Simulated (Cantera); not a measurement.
Charge: 1 mol HMDSO, 0.12 mol NO, 0.32 mol H2, equilibrated at 1277 °C.

Equilibrium computed with Cantera from the NASA thermochemical tables; the gas is ideal and each condensed phase is pure. Candidate condensed phases: C, C6H6, C7H8, C8H18, H2O, Si, SiC, SiO2, Si2N2O, Si3N4; 151 gas species. The feed counts by its element totals alone. Mutual solubility and eutectic melting of coexisting phases are not modelled. The tables hold silica as quartz up to 1696 K and as liquid above; real silica turns to tridymite and cristobalite and melts near 1996 K. The numbers say what is thermodynamically allowed, not how fast it happens.

log p: log10 of the partial pressure in bar; n: condensed amount in mol.

```tsv
P (Pa)	log p H2	log p CO	log p N2	log p H	log p CH4	log p SiO	n C(graphite)	n SiC(s)	n Si2N2O(s)	n SiO2(β-quartz)
5	-4.35	-5.27	-6.55	-6.68	-11.40	-7.89	2.88	2.00	0	0
17	-3.82	-4.74	-6.02	-6.41	-10.34	-7.36	2.88	2.00	0	0
59	-3.28	-4.20	-5.48	-6.14	-9.25	-6.82	2.88	2.00	0	0
210	-2.73	-3.65	-4.93	-5.87	-8.15	-6.27	2.88	2.00	0	0
710	-2.20	-3.12	-4.40	-5.60	-7.09	-5.74	2.88	2.00	0	0
2400	-1.67	-2.59	-3.87	-5.34	-6.04	-5.21	2.88	2.00	0	0
8400	?	?	-3.32	?	?	?	2.88	2.00	0	0
29000	?	?	-3.27	?	?	?	3.00	1.92	?	0
100000	-0.02	-1.31	-3.48	-4.51	-2.74	-3.93	3.91	1.59	0.0566	0.292
```

Q: Complete the blanks.

A: 
- 29000, log p H2: -0.59
- 29000, log p CO: -1.52
- 29000, log p H: -4.79
- 29000, log p CH4: -3.86
- 29000, log p SiO: -4.14
- 29000, n Si2N2O(s): 0.0402
- 8400, log p H2: -1.13
- 8400, log p CO: -2.05
- 8400, log p H: -5.07
- 8400, log p CH4: -4.95
- 8400, log p SiO: -4.67
